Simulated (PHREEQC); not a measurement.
Acid mine or pickling water: speciation

Synthetic water in mmol/kgw, 30 °C, pH 2.24, pe 11.6: Na 0.122; K 0.448; Ca 3.18; Mg 3.98; Cl 1.35; S(6) 12.5; Zn 0.0193; N(5) 0.0126; Br 0.0329.

Valence states are taken as typed.

Computed with PHREEQC (ion-association model, phreeqc.dat).

Each row changes one thing in this solution. No solid was allowed to form.

| case | ionic strength (mol/kgw) | SO4-2 (mol/kgw) | HSO4- (mol/kgw) | Mg+2 (mol/kgw) | Ca+2 (mol/kgw) | Zn+2 (mol/kgw) | SI of Gypsum (CaSO4:2H2O) | SI of Sylvite (KCl) |
|---|---|---|---|---|---|---|---|---|
| as made | 0.0301 | 0.00732 | 0.00284 | 0.00256 | 0.00228 | 1.27e-5 | -0.75 | -7.30 |
| Zn from 0.0193 to 0.0386 mmol/kgw | 0.0301 | 0.00732 | 0.00284 | 0.00257 | 0.00228 | 2.54e-5 | -0.75 | -7.30 |
| temperature from 30 to 70 °C at the same typed pH | 0.0254 | 0.00475 | 0.00508 | 0.00215 | 0.00237 | 1.35e-5 | -0.81 | -7.48 |
| all concentrations times 2 at the same typed pH | 0.0533 | 0.0142 | 0.00490 | 0.00443 | 0.00406 | 2.17e-5 | -0.34 | -6.75 |

Constants without temperature data keep their 25 °C values here.
